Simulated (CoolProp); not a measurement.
The numbers come from the reference Helmholtz-energy equation of state, Lemmon 2005 in CoolProp.

For R125, give the phase and the cv (kJ/(kg K)), expansivity (1/kK) at 307.5 K and 1.45 MPa; 183.9 K and 0.0283 MPa.


- 307.5 K and 1.45 MPa: gas; cv 0.803, expansivity 8.45
- 183.9 K and 0.0283 MPa: liquid; cv 0.687, expansivity 1.97
